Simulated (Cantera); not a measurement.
Input (Python, Cantera) and output of one run.

```python
import numpy as np
import cantera as ct

gas_names = """
    N2O ZrO2 NO
""".split()
cond_names = """
    Zr(a) Zr(b) Zr(L)
""".split()


def load(file, names, dense=False):
    # The tables refer to 1 bar. Condensed volumes are neglected.
    table = {s.name: s for s in ct.Species.list_from_file(file)}
    out = []
    for n in names:
        d = dict(table[n].input_data)
        d["thermo"] = dict(d["thermo"], **{"reference-pressure": 1e5})
        if dense:
            d["equation-of-state"] = {"model": "constant-volume", "density": "1e6 g/cm^3"}
        out.append(ct.Species.from_dict(d))
    return out


species = {s.name: s for s in load("nasa_gas.yaml", gas_names) + load("nasa_condensed.yaml", cond_names)}
# Each term lists the table entries of one substance; the one whose range holds T is used.
reactions = {
    '2 N2O(g) + ZrO2(g) = Zr + 4 NO(g)':
        [(-2, ['N2O']), (-1, ['ZrO2']), (1, ['Zr(a)', 'Zr(b)', 'Zr(L)']), (4, ['NO'])],
}


def pick(names, T):
    return next(species[n] for n in names if species[n].thermo.min_temp <= T <= species[n].thermo.max_temp)


results = []
for label, terms in reactions.items():
    print(label)
    print("     T/K   dH/kJ  dS/(J/K)   dG/kJ   log10 K")
    for T in [1825, 1875, 1925, 1975, 2025]:
        used = [(nu, pick(names, T)) for nu, names in terms]
        dH = sum(nu * s.thermo.h(T) for nu, s in used) / 1e6
        dS = sum(nu * s.thermo.s(T) for nu, s in used) / 1e3
        dG = dH - T * dS / 1e3
        logK = -dG * 1e6 / (ct.gas_constant * T * np.log(10))
        results.append((label, T, dH, dS, dG, logK, [s.name for _, s in used]))
        print(f"{T:8g} {dH:8.1f} {dS:8.1f} {dG:8.1f} {logK:8.2f}")
```

Result:

```
2 N2O(g) + ZrO2(g) = Zr + 4 NO(g)
     T/K   dH/kJ  dS/(J/K)   dG/kJ   log10 K
    1825    493.4    177.8    168.9    -4.83
    1875    493.4    177.8    160.0    -4.46
    1925    493.4    177.8    151.1    -4.10
    1975    493.4    177.8    142.2    -3.76
    2025    493.5    177.9    133.3    -3.44
```

Source: NASA polynomial tables (part measured, part estimated), evaluated in Cantera. Condensed species are held in their standard states even where they would react or evaporate.
